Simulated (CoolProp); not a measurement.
A closed Brayton cycle with carbon dioxide: compressor inlet 324.15 K and 8 MPa, high pressure 18.9 MPa, turbine inlet 825 K, compressor efficiency 0.85, turbine efficiency 0.93, recuperator effectiveness 0 (on enthalpy, no pinch check). Each further row changes one setting.

Model: reference Helmholtz-energy equation of state, Span 1996, in CoolProp.

```csv
case,thermal efficiency (%),net work (kJ/kg),compressor to turbine work,compressor exit (K),turbine exit (K)
as stated,13.3,74.2,0.37,396.6,718.9
turbine inlet 775 K,13.4,66.2,0.40,396.6,672.8
compressor inlet 334.15 K,13.0,68.8,0.41,411.5,718.9
high pressure 16.1 MPa,11.1,62.7,0.35,382.7,738.2
recuperator effectiveness 0.5,20.0,74.2,0.37,396.6,718.9
```
